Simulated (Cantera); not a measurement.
A closed system holds: 1 mol MgO, 2.8 mol H2, held at 1800 K.

Method: chemical equilibrium by Gibbs-energy minimisation in Cantera with the NASA 1993 tables (ideal gas, pure condensed phases). Candidate condensed phases: H2O, Mg, MgO, Mg(OH)2; 15 gas species. The tables' values for MgH are old estimates; treat these amounts as uncertain. Equilibrium is a limit: real reactors are often held back by kinetics, nucleation or transport.

x: gas mole fraction; n: condensed amount in mol.

```json
[
 {"P (Pa)": "1", "x H2": "0.545", "x Mg": "0.186", "x H2O": "0.184", "x H": "0.0836", "n MgO(s)": "0.324"},
 {"P (Pa)": "10", "x H2": "?", "x Mg": "?", "x H2O": "?", "x H": "?", "n MgO(s)": "?"},
 {"P (Pa)": "100", "x H2": "0.940", "x Mg": "0.0243", "x H2O": "0.0243", "x H": "0.0110", "n MgO(s)": "0.930"},
 {"P (Pa)": "1000", "x H2": "0.981", "x Mg": "0.00784", "x H2O": "0.00785", "x H": "0.00355", "n MgO(s)": "0.978"},
 {"P (Pa)": "10000", "x H2": "0.994", "x Mg": "0.00249", "x H2O": "0.00250", "x H": "0.00113", "n MgO(s)": "0.993"},
 {"P (Pa)": "100000", "x H2": "0.998", "x Mg": "?", "x H2O": "?", "x H": "?", "n MgO(s)": "0.998"},
 {"P (Pa)": "1000000", "x H2": "0.999", "x Mg": "0.000245", "x H2O": "0.000256", "x H": "0.000113", "n MgO(s)": "0.999"}
]
```

Task: Complete the blanks.

Result: 
- 100000, x Mg: 0.000786
- 100000, x H2O: 0.000796
- 100000, x H: 0.000358
- 10, x H2: 0.824
- 10, x Mg: 0.0719
- 10, x H2O: 0.0718
- 10, x H: 0.0325
- 10, n MgO(s): 0.779
